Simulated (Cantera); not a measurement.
Source: NASA polynomial tables (part measured, part estimated), evaluated in Cantera. Values are per mole of reaction as written; species without (g) are pure solids or liquids, kept so even where they would boil at 1 bar.

2 LiCl(g) = 2 Li + Cl2(g)

| T (K) | ΔH° (kJ) | ΔS° (J/K) | ΔG° (kJ) | log10 K | condensed phases |
|---|---|---|---|---|---|
| 300 | … | … | … | … | Li(s) |
| 950 | 411.6 | -106.3 | 512.6 | -28.18 | Li(l) |
| 1050 | … | … | … | … | Li(l) |
| 1150 | … | … | … | … | Li(l) |
| 1250 | 417.6 | -100.8 | 543.6 | -22.72 | Li(l) |
| 1350 | … | … | … | … | Li(l) |

**Question.** Complete the blanks.

**Answer.** 
- 300, ΔH° (kJ): 391.5
- 300, ΔS° (J/K): -144.4
- 300, ΔG° (kJ): 434.8
- 300, log10 K: -75.70
- 1050, ΔH° (kJ): 413.6
- 1050, ΔS° (J/K): -104.3
- 1050, ΔG° (kJ): 523.1
- 1050, log10 K: -26.02
- 1150, ΔH° (kJ): 415.6
- 1150, ΔS° (J/K): -102.5
- 1150, ΔG° (kJ): 533.4
- 1150, log10 K: -24.23
- 1350, ΔH° (kJ): 419.6
- 1350, ΔS° (J/K): -99.3
- 1350, ΔG° (kJ): 553.6
- 1350, log10 K: -21.42
